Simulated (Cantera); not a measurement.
**Fe + SO₂ + CO (metals in furnace atmospheres)**

A closed system holds: 1 mol Fe, 0.58 mol SO₂, 7.7 mol CO, equilibrated at 0.113 Torr.

Method: chemical equilibrium by Gibbs-energy minimisation in Cantera with the NASA 1993 tables (ideal gas, pure condensed phases). Candidate condensed phases: C, Fe, Fe(CO)₅, FeO, FeS, FeSO₄, FeS₂, Fe₂O₃, Fe₂(SO₄)₃, Fe₃O₄, S; 25 gas species. Metal and sulfide melt together well below either melting point, which pure phases cannot show. Mutual solubility and eutectic melting of coexisting phases are not modelled. FeS: taken at fixed stoichiometry. Condensed phases not in the tables: cementite and carbon dissolved in iron. Gases not in the tables: S₃ to S₇. Rates play no part.

At 452 °C the condensed part is C(graphite) + Fe(α) + FeS(s). From 552 °C to 852 °C the condensed part is Fe(α) + FeS(s). From 952 °C to 1052 °C the condensed part is Fe(γ) + FeS(s). At 1152 °C the condensed part is Fe(γ).

```json
[
 {"T (°C)": "452", "x CO": "0.845", "x CO₂": "0.155", "x S₂": "<1e-12", "x SO₂": "<1e-12", "x SO": "<1e-12", "x COS": "1.59e-6", "x S": "<1e-12", "x Fe": "<1e-12", "n C(graphite)": "0.0289", "n Fe(α)": "0.420", "n FeS(s)": "0.580", "n Fe(γ)": "0"},
 {"T (°C)": "552", "x CO": "0.849", "x CO₂": "0.151", "x S₂": "1.61e-10", "x SO₂": "<1e-12", "x SO": "<1e-12", "x COS": "5.73e-6", "x S": "<1e-12", "x Fe": "<1e-12", "n C(graphite)": "0", "n Fe(α)": "0.420", "n FeS(s)": "0.580", "n Fe(γ)": "0"},
 {"T (°C)": "652", "x CO": "0.849", "x CO₂": "0.151", "x S₂": "2.12e-8", "x SO₂": "2.25e-10", "x SO": "3.29e-11", "x COS": "1.57e-5", "x S": "1.00e-11", "x Fe": "1.83e-12", "n C(graphite)": "0", "n Fe(α)": "0.420", "n FeS(s)": "0.580", "n Fe(γ)": "0"},
 {"T (°C)": "752", "x CO": "0.849", "x CO₂": "0.151", "x S₂": "1.09e-6", "x SO₂": "2.14e-8", "x SO": "4.02e-9", "x COS": "3.58e-5", "x S": "1.11e-9", "x Fe": "3.28e-10", "n C(graphite)": "0", "n Fe(α)": "0.420", "n FeS(s)": "0.580", "n Fe(γ)": "0"},
 {"T (°C)": "852", "x CO": "0.849", "x CO₂": "0.151", "x S₂": "2.91e-5", "x SO₂": "9.15e-7", "x SO": "2.12e-7", "x COS": "7.23e-5", "x S": "5.47e-8", "x Fe": "2.24e-8", "n C(graphite)": "0", "n Fe(α)": "0.421", "n FeS(s)": "0.579", "n Fe(γ)": "0"},
 {"T (°C)": "952", "x CO": "0.849", "x CO₂": "0.151", "x S₂": "0.000457", "x SO₂": "2.12e-5", "x SO": "5.88e-6", "x COS": "0.000132", "x S": "1.43e-6", "x Fe": "7.52e-7", "n C(graphite)": "0", "n Fe(α)": "0", "n FeS(s)": "0.572", "n Fe(γ)": "0.428"},
 {"T (°C)": "1052", "x CO": "0.845", "x CO₂": "0.149", "x S₂": "0.00471", "x SO₂": "0.000300", "x SO": "9.75e-5", "x COS": "0.000218", "x S": "2.29e-5", "x Fe": "1.46e-5", "n C(graphite)": "0", "n Fe(α)": "0", "n FeS(s)": "0.502", "n Fe(γ)": "0.498"},
 {"T (°C)": "1152", "x CO": "0.823", "x CO₂": "0.139", "x S₂": "0.0341", "x SO₂": "0.00264", "x SO": "0.00103", "x COS": "0.000325", "x S": "0.000245", "x Fe": "0.000186", "n C(graphite)": "0", "n Fe(α)": "0", "n FeS(s)": "0", "n Fe(γ)": "0.999"}
]
```
x: gas mole fraction; n: condensed amount in mol.
